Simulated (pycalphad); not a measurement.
Source of the numbers: pycalphad with the COST 507 light-alloy database (1999); pressure 1 atm. The database dates from 1999; later assessments differ in places, in temperatures and in the compounds included. Kinetics are ignored, which matters at the lower temperatures.

Molar enthalpy of Cu-89.36Si (wt.%) in equilibrium (SER reference):

| T (°C) | H (kJ/mol) | phases |
|---|---|---|
| 2077 | 101.78 | LIQUID |
| 1977 | 99.04 | LIQUID |
| 1877 | 96.30 | LIQUID |
| 1777 | 93.56 | LIQUID |
| 1677 | 90.82 | LIQUID |
| 1577 | 88.08 | LIQUID |
| 1477 | 85.33 | LIQUID |
| 1427 | 83.96 | LIQUID |
| 1377 | 68.33 | LIQUID + DIAMOND_A4 |
| 1277 | 40.92 | DIAMOND_A4 + LIQUID |
| 1177 | 33.62 | DIAMOND_A4 + LIQUID |
| 1077 | 28.88 | DIAMOND_A4 + LIQUID |
| 977 | 25.20 | DIAMOND_A4 + LIQUID |
| 877 | 22.03 | DIAMOND_A4 + LIQUID |
| 777 | 18.52 | DIAMOND_A4 + CU19SI6_ETA |
| 727 | 17.19 | DIAMOND_A4 + CU19SI6_ETA |
| 677 | 15.88 | DIAMOND_A4 + CU19SI6_ETA |
| 577 | 13.28 | DIAMOND_A4 + CU19SI6_ETA |
| 477 | 10.73 | DIAMOND_A4 + CU19SI6_ETA |
| 377 | 8.24 | DIAMOND_A4 + CU19SI6_ETA |
| 277 | 5.81 | DIAMOND_A4 + CU19SI6_ETA |

Cooling from 1427 °C to 777 °C, across the freezing range, releases 65.4 kJ/mol, or 2190 J/g. The slope is 27 J/(mol K) in the liquid and 27 J/(mol K) just below the solidus, where it includes any heat of precipitation. Liquidus 1388 °C, solidus 801 °C. Changes were sought between steps of 50 K, so a narrower field can be missed.

Database names, with the compositions (at.%) that they take in these runs: CU19SI6_ETA: Cu 76 Si 24. DIAMOND_A4 is diamond (Si).
